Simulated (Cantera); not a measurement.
Gas mixture: 100 % N₂O, at 0.000270 bar, frozen composition.

Cantera's kinetic-theory transport with the Lennard-Jones parameters of GRI-Mech 3.0, ideal gas; thermal conductivity in the multicomponent form. The composition is frozen, though it would react at the higher temperatures.

D: mixture-averaged diffusion coefficient of that species in the mixture.

| T (K) | ρ (kg/m³) | cp (J/kg/K) | μ (µPa s) | λ (mW/m/K) | Pr | D (cm²/s) OH | D (cm²/s) N₂ | D (cm²/s) C₂H₂ |
|---|---|---|---|---|---|---|---|---|
| 400 | 0.000357 | 970.3 | 19.5 | [?] | 0.746 | 1540 | 989 | 789 |
| 600 | 0.000238 | 1101 | 27.3 | [?] | 0.744 | 3120 | 2020 | 1650 |
| 800 | 0.000179 | 1192 | 34.0 | [?] | 0.742 | 5100 | 3300 | 2740 |
| 1000 | 0.000143 | 1255 | 40.0 | [?] | 0.740 | 7430 | 4820 | 4030 |
| 1200 | 0.000119 | 1294 | 45.5 | [?] | 0.738 | 10100 | 6550 | 5510 |
| 1400 | 0.000102 | 1327 | 50.5 | [?] | 0.736 | 13100 | 8470 | 7150 |
| 1600 | 8.93e-5 | 1353 | 55.2 | [?] | 0.735 | 16300 | 10600 | 8950 |

Problem. What belongs in the gaps?

Solution. 
- 400, λ (mW/m/K): 25.3
- 600, λ (mW/m/K): 40.4
- 800, λ (mW/m/K): 54.7
- 1000, λ (mW/m/K): 67.9
- 1200, λ (mW/m/K): 79.8
- 1400, λ (mW/m/K): 91.0
- 1600, λ (mW/m/K): 102
